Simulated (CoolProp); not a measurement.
Properties of R365MFC along the isobar 2.73 MPa.

The numbers come from the reference Helmholtz-energy equation of state, Lemmon 2016 in CoolProp.

```csv
T (K),phase,Z,cp (kJ/(kg K)),cv (kJ/(kg K)),expansivity (1/kK)
386.7,liquid,0.1197,1.592,1.178,2.826
396.7,liquid,0.1202,1.632,1.195,3.157
406.7,liquid,0.1212,1.682,1.214,3.606
416.7,liquid,0.1231,1.745,1.233,4.252
426.7,liquid,0.1260,1.836,1.255,5.284
436.7,liquid,0.1309,1.991,1.282,7.270
446.8,liquid,0.1411,2.437,1.325,13.77
456.8,gas,0.5739,2.122,1.370,16.18
466.8,gas,0.6362,1.755,1.328,9.959
```
